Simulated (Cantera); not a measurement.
A perfectly stirred reactor is fed with H2 : O2 : N2 : H2O = 1.5 : 0.385 : 1.45 : 0.4 (molar parts), equivalence ratio 1.9, at 1.00 bar; it is adiabatic with a 375 K inlet, and is followed from long to short residence time, starting on the burning branch (τ in s: 0.077, 0.029, 0.011, 0.004, 0.0015, 0.00057, 0.00021, 7.9e-05, 3e-05, 1.1e-05, 4.2e-06).

Detailed kinetics in Cantera: the H2/O2 subset of GRI-Mech 3.0, which has no nitrogen chemistry.

x: mole fraction; the columns are a selection and need not sum to one.

```csv
τ (s),T (K),x H2,x O2,x H2O,x H,x OH,x O
0.077,1900,0.216,4.28e-5,0.348,0.00314,0.000415,?
0.029,1888,0.215,7.53e-5,0.347,0.00499,0.000646,?
0.011,1868,0.214,0.000135,0.346,0.00789,0.000983,?
0.0040,1836,0.211,0.000257,0.345,0.0126,0.00147,?
0.0015,1789,0.208,0.000498,0.342,0.0194,0.00206,?
0.00057,1721,0.203,0.000992,0.338,0.0288,0.00265,?
0.00021,1625,0.198,0.00213,0.333,0.0413,0.00304,?
7.9e-5,1503,0.196,0.00501,0.323,0.0541,0.00294,?
3.0e-5,1343,0.213,0.0151,0.299,0.0564,0.00225,?
1.1e-5,375,0.402,0.103,0.107,<1e-12,<1e-12,<1e-12
4.2e-6,375,0.402,0.103,0.107,<1e-12,<1e-12,<1e-12
```

**Question.** Complete the blanks.

**Answer.** 
- 0.077, x O: 4.69e-6
- 0.029, x O: 1.18e-5
- 0.011, x O: 2.88e-5
- 0.0040, x O: 7.08e-5
- 0.0015, x O: 0.000160
- 0.00057, x O: 0.000332
- 0.00021, x O: 0.000635
- 7.9e-5, x O: 0.00108
- 3.0e-5, x O: 0.00169
